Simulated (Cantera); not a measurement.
## Calcination and drying: MgSO4 + H2O + CO2

Charge: 1 mol MgSO4, 0.78 mol H2O, 0.84 mol CO2, held at 53.0 Pa.

Cantera equilibrium calculation (NASA polynomials, part measured and part estimated; ideal gas, pure solids and liquids). Candidate condensed phases: C, C6H6, C7H8, C8H18, H2O, H2SO4, Mg, MgCO3, MgO, Mg(OH)2, MgS, MgSO4, S; 130 gas species. Rates play no part.

```
T (K)  log p SO2  log p CO2  log p H2O  log p O2  log p CO  log p O  log p Mg  log p OH  log p H  log p SO  log p H2  n MgO(s)
-----  ---------  ---------  ---------  --------  --------  -------  --------  --------  -------  --------  --------  --------
1598       -3.77      -3.85      -3.88     -4.07     -6.52    -6.88    -11.12     -6.05    -7.79     -7.54     -7.03     1.000
1673       -3.77      -3.85      -3.88     -4.07     -6.11    -6.51    -10.05     -5.81    -7.28     -7.10     -6.67     1.000
1748       -3.77      -3.85      -3.89     -4.07     -5.74    -6.17     -9.07     -5.59    -6.81     -6.70     -6.34     1.000
1823       -3.77      -3.86      -3.89     -4.07     -5.41    -5.86     -8.17     -5.40    -6.38     -6.33     -6.03     1.000
1898       -3.78      -3.88      -3.90     -4.06     -5.11    -5.57     -7.35     -5.22    -5.99     -6.00     -5.76     1.000
1973       -3.79      -3.91      -3.92     -4.06     -4.86    -5.29     -6.59     -5.05    -5.63     -5.70     -5.52     0.998
2048       -3.80      -3.95      -3.95     -4.04     -4.64    -5.04     -5.89     -4.91    -5.31     -5.43     -5.32     0.991
2123       -3.83      -4.02      -4.00     -4.03     -4.47    -4.80     -5.25     -4.78    -5.02     -5.19     -5.15     0.961
2198       -3.89      -4.14      -4.10     -4.01     -4.36    -4.58     -4.65     -4.69    -4.77     -5.01     -5.04     0.830
```
log p: log10 of the partial pressure in bar; n: condensed amount in mol.

From 1598 K to 2198 K the condensed part is MgO(s). The main Mg-bearing gas is Mg(OH)2 at 1598 K and Mg at 2198 K.
